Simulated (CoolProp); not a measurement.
A single-stage vapour-compression cycle with R407C: evaporating at 296.15 K (dew point), condensing at 339.15 K (bubble point), superheat 5 K, subcooling 0 K, compressor efficiency 0.9, no pressure losses. Each further row changes one setting.

Values from CoolProp's reference Helmholtz-energy equation of state, Lemmon 2003. It is a pseudo-pure fit of the blend.

```json
[
 {"case": "as stated", "cooling COP": "3.69", "pressure ratio": "3.27", "discharge temperature (K)": "362.3", "refrigerating effect (kJ/kg)": "118", "volumetric capacity (kJ/m³)": "4700"},
 {"case": "evaporating temperature 301.15 K", "cooling COP": "4.31", "pressure ratio": "2.83", "discharge temperature (K)": "360.7", "refrigerating effect (kJ/kg)": "120", "volumetric capacity (kJ/m³)": "5540"},
 {"case": "condensing temperature 334.15 K", "cooling COP": "4.38", "pressure ratio": "2.94", "discharge temperature (K)": "356.1", "refrigerating effect (kJ/kg)": "128", "volumetric capacity (kJ/m³)": "5090"},
 {"case": "subcooling 5 K", "cooling COP": "4.01", "pressure ratio": "3.27", "discharge temperature (K)": "362.3", "refrigerating effect (kJ/kg)": "128", "volumetric capacity (kJ/m³)": "5120"},
 {"case": "superheat 15 K", "cooling COP": "3.75", "pressure ratio": "3.27", "discharge temperature (K)": "371.6", "refrigerating effect (kJ/kg)": "129", "volumetric capacity (kJ/m³)": "4820"},
 {"case": "compressor efficiency 0.8", "cooling COP": "3.28", "pressure ratio": "3.27", "discharge temperature (K)": "365.1", "refrigerating effect (kJ/kg)": "118", "volumetric capacity (kJ/m³)": "4700"}
]
```
